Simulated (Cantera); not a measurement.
Standard-state values (1 bar) from the NASA 1993 polynomials, evaluated with Cantera. Values are per mole of reaction as written; species without (g) are pure solids or liquids, kept so even where they would boil at 1 bar.

Q: Between 300 and 875 K, where is each reaction favourable under standard conditions?
- 2 H₂(g) + O₃(g) + Cu₂O ⇌ 2 Cu(OH)₂

A: 
- 2 H₂(g) + O₃(g) + Cu₂O ⇌ 2 Cu(OH)₂: ΔG° is -759 kJ at 300 K and -554 kJ at 875 K; it stays negative (K > 1). ΔH° is -852 kJ and ΔS° -341 J/K at 875 K.
